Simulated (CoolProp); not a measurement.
Vapour-liquid equilibrium of R125 (1) + propylene (2) at 286.4 K; x and y are mole fractions of (1).

Computed with CoolProp (multi-fluid Helmholtz-energy mixture model, Lemmon 2005 and Lemmon 2013; pair parameters Bell 2016).

```json
[
 {"x": "0.05", "bubble pressure, mixture model (MPa)": "[?]", "bubble pressure, Raoult's law (MPa)": "0.8584", "y, mixture model": "0.106", "y, Raoult's law": "0.058"},
 {"x": "0.15", "bubble pressure, mixture model (MPa)": "1.020", "bubble pressure, Raoult's law (MPa)": "0.8731", "y, mixture model": "0.251", "y, Raoult's law": "0.172"},
 {"x": "0.25", "bubble pressure, mixture model (MPa)": "1.086", "bubble pressure, Raoult's law (MPa)": "0.8878", "y, mixture model": "0.351", "y, Raoult's law": "0.281"},
 {"x": "0.35", "bubble pressure, mixture model (MPa)": "1.129", "bubble pressure, Raoult's law (MPa)": "0.9026", "y, mixture model": "[?]", "y, Raoult's law": "0.387"},
 {"x": "0.45", "bubble pressure, mixture model (MPa)": "[?]", "bubble pressure, Raoult's law (MPa)": "0.9173", "y, mixture model": "[?]", "y, Raoult's law": "0.490"},
 {"x": "0.55", "bubble pressure, mixture model (MPa)": "1.165", "bubble pressure, Raoult's law (MPa)": "0.9320", "y, mixture model": "[?]", "y, Raoult's law": "0.589"},
 {"x": "0.65", "bubble pressure, mixture model (MPa)": "[?]", "bubble pressure, Raoult's law (MPa)": "0.9468", "y, mixture model": "0.628", "y, Raoult's law": "0.685"},
 {"x": "0.75", "bubble pressure, mixture model (MPa)": "1.144", "bubble pressure, Raoult's law (MPa)": "0.9615", "y, mixture model": "0.705", "y, Raoult's law": "0.779"},
 {"x": "0.85", "bubble pressure, mixture model (MPa)": "1.105", "bubble pressure, Raoult's law (MPa)": "0.9762", "y, mixture model": "[?]", "y, Raoult's law": "0.869"},
 {"x": "0.95", "bubble pressure, mixture model (MPa)": "1.042", "bubble pressure, Raoult's law (MPa)": "0.9909", "y, mixture model": "0.921", "y, Raoult's law": "0.957"}
]
```

Fill in the missing entries.


- 0.05, bubble pressure, mixture model (MPa): 0.9193
- 0.35, y, mixture model: 0.428
- 0.45, bubble pressure, mixture model (MPa): 1.154
- 0.45, y, mixture model: 0.496
- 0.55, y, mixture model: 0.560
- 0.65, bubble pressure, mixture model (MPa): 1.162
- 0.85, y, mixture model: 0.799

The largest gap from Raoult's law is +25.8 % in bubble pressure, at x = 0.45. y crosses x between x = 0.55 and 0.65: the model has an azeotrope there.

The pair parameters rest on a limited set of measurements; away from them the model extrapolates.
